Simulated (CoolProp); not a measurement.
Saturated liquid density (kg/m³) of hydrogen chloride: the reference equation beside estimates from Tc = 324.7 K, pc = 8.314 MPa, ω = 0.130. Rackett uses Z = 0.29056 − 0.08775 ω.

The numbers come from the reference Helmholtz-energy equation of state, Thol 2018 in CoolProp.

```csv
T (K),reference,Rackett,van der Waals,Redlich-Kwong,Soave-Redlich-Kwong
194,1170,1076,693.3,1021,1030
203.8,1145,1053,678.8,…,1007
213.6,1119,1029,…,969.1,981.9
223.4,1092,1004,647.5,940.9,…
233.2,1064,977.9,630.5,910.7,926.2
243.1,1034,950.3,612.3,878.2,894.7
252.9,…,921.4,593.0,843.5,861.0
262.7,967.6,890.6,572.3,806.1,824.1
272.5,930.4,857.2,549.7,765.4,783.5
282.3,889.2,820.6,…,720.5,…
292.2,841.8,778.9,496.3,…,686.3
302,786.0,730.3,463.4,…,626.0
311.8,713.3,668.0,422.3,539.5,551.1
```

Some entries are withheld; supply them.


- 203.8, Redlich-Kwong: 995.8
- 213.6, van der Waals: 663.5
- 223.4, Soave-Redlich-Kwong: 955.0
- 252.9, reference: 1002
- 282.3, van der Waals: 524.7
- 282.3, Soave-Redlich-Kwong: 738.2
- 292.2, Redlich-Kwong: 669.6
- 302, Redlich-Kwong: 611.2

Absolute difference from the reference over all 13 rows, mean and median: Rackett 7.8 and 8.0 %, van der Waals 40.8 and 40.8 %, Redlich-Kwong 16.8 and 15.8 %, Soave-Redlich-Kwong 15.3 and 14.1 %.
